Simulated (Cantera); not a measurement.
**Adiabatic ignition**

An adiabatic, constant-pressure homogeneous reactor starts with H₂ : O₂ : N₂ : H₂O = 1 : 0.833 : 3.13 : 1.3 (molar parts), at 1098 K and 3000 Torr.

Model: GRI-Mech 3.0 (53 species, 325 reactions), integrated in Cantera. The hydrogen kinetics of GRI-Mech 3.0 are dated; newer H2 mechanisms differ, most at raised pressure.

| t (s) | T (K) | x H₂ | x O₂ | x H₂O | x H₂O₂ | x NO |
|---|---|---|---|---|---|---|
| 2.00e-6 | 1098 | 0.160 | 0.133 | 0.208 | 3.99e-12 | <1e-12 |
| 6.59e-6 | 1098 | 0.160 | 0.133 | 0.208 | 5.05e-11 | <1e-12 |
| 2.17e-5 | 1098 | 0.160 | 0.133 | 0.208 | 5.74e-10 | <1e-12 |
| 7.14e-5 | 1098 | 0.160 | 0.133 | 0.208 | 6.01e-9 | <1e-12 |
| 0.000235 | 1098 | 0.160 | 0.133 | 0.208 | 5.94e-8 | <1e-12 |
| 0.000775 | 1098 | 0.160 | 0.133 | 0.208 | 9.12e-7 | <1e-12 |
| 0.00255 | 1115 | 0.157 | 0.132 | 0.210 | 0.000283 | <1e-12 |
| 0.00840 | 2143 | 0.000661 | 0.0569 | 0.396 | 5.46e-7 | 8.42e-5 |
| 0.0277 | 2142 | 0.000659 | 0.0567 | 0.396 | 5.45e-7 | 0.000356 |
| 0.0911 | 2141 | 0.000655 | 0.0563 | 0.396 | 5.40e-7 | 0.00118 |
| 0.300 | 2137 | 0.000645 | 0.0554 | 0.396 | 5.30e-7 | 0.00306 |
x: mole fraction; the columns are a selection and need not sum to one.

time of steepest temperature rise: 2.96 ms
temperature at 0.300 s: 2137 K
equilibrium temperature: 2134 K
x(H₂) at 0.300 s: 0.000645 (gas-phase equilibrium 0.000637)
x(O₂) at 0.300 s: 0.0554 (gas-phase equilibrium 0.0547)
x(H₂O) at 0.300 s: 0.396 (gas-phase equilibrium 0.396)
